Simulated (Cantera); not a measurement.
A Cantera script and its output.

```python
import numpy as np
import cantera as ct

gas = ct.Solution("gri30.yaml")
gas.TPX = 575, 15000, {'CH4': 1, 'O2': 2.06, 'N2': 7.75}
flame = ct.FreeFlame(gas, width=0.15)
flame.set_refine_criteria(ratio=3, slope=0.08, curve=0.16)
flame.transport_model = "mixture-averaged"
flame.solve(loglevel=0, auto=True)
z, T = flame.grid, flame.T
thick = (T[-1] - T[0]) / np.gradient(T, z).max()
show = ['CH4', 'O2', 'NO', 'CO2', 'H', 'CO']
print(f"laminar burning velocity  {flame.velocity[0] * 100:.3f} cm/s")
print(f"burnt temperature         {T[-1]:.1f} K")
print(f"thermal thickness         {thick * 1e3:.4f} mm")
print(f"grid points               {len(z)}")
z0 = z[flame.heat_release_rate.argmax()]
print(f"{'z/mm':>9s}{'T/K':>9s}{'u/(m/s)':>9s}" + "".join(f"{s:>11s}" for s in show))
rows = []
for k in (-3, -2, -1.5, -1, -0.5, -0.25, 0, 0.25, 0.5, 1, 2, 4, 8):
    zz = z0 + k * thick
    rows.append([k * thick, np.interp(zz, z, T), np.interp(zz, z, flame.velocity),
                 *(np.interp(zz, z, flame.X[gas.species_index(s)]) for s in show)])
    print(f"{rows[-1][0] * 1e3:9.3f}{rows[-1][1]:9.1f}{rows[-1][2]:9.3f}" + "".join(f"{x:11.3e}" for x in rows[-1][3:]))
```

It prints:

```
laminar burning velocity  168.843 cm/s
burnt temperature         2282.1 K
thermal thickness         1.7884 mm
grid points               151
     z/mm      T/K  u/(m/s)        CH4         O2         NO        CO2          H         CO
   -5.365    575.0    1.689  9.245e-02  1.905e-01  1.540e-11  9.448e-09  2.207e-09  3.517e-07
   -3.577    575.6    1.693  9.226e-02  1.901e-01  3.567e-10  3.288e-07  1.657e-07  7.971e-06
   -2.683    578.7    1.707  9.182e-02  1.895e-01  2.884e-09  3.590e-06  2.113e-06  6.209e-05
   -1.788    615.5    1.826  8.906e-02  1.865e-01  4.681e-08  9.342e-05  4.025e-05  9.137e-04
   -0.894    923.4    2.784  6.808e-02  1.625e-01  6.744e-07  2.098e-03  6.206e-04  1.200e-02
   -0.447   1307.5    3.995  3.881e-02  1.244e-01  1.976e-06  7.075e-03  2.049e-03  3.136e-02
    0.000   1683.6    5.200  1.063e-02  7.749e-02  4.711e-06  1.634e-02  5.759e-03  5.266e-02
    0.447   1844.5    5.716  1.143e-03  4.778e-02  8.348e-06  2.758e-02  1.041e-02  5.595e-02
    0.894   1878.2    5.812  6.574e-05  3.597e-02  1.082e-05  3.738e-02  1.337e-02  4.886e-02
    1.788   1899.9    5.853  1.684e-07  2.976e-02  1.296e-05  4.909e-02  1.539e-02  3.832e-02
    3.577   1924.1    5.906  1.068e-10  2.743e-02  1.520e-05  5.606e-02  1.553e-02  3.200e-02
    7.154   1957.4    5.992  5.077e-15  2.618e-02  1.936e-05  5.838e-02  1.408e-02  2.998e-02
   14.307   2007.5    6.123  1.216e-17  2.477e-02  2.799e-05  5.985e-02  1.153e-02  2.884e-02
```

Cantera simulation using GRI-Mech 3.0 (53 species, 325 reactions); the numbers are that mechanism's predictions, not measurements. Burning velocities carry a grid error of a few per cent, more on coarse grids.
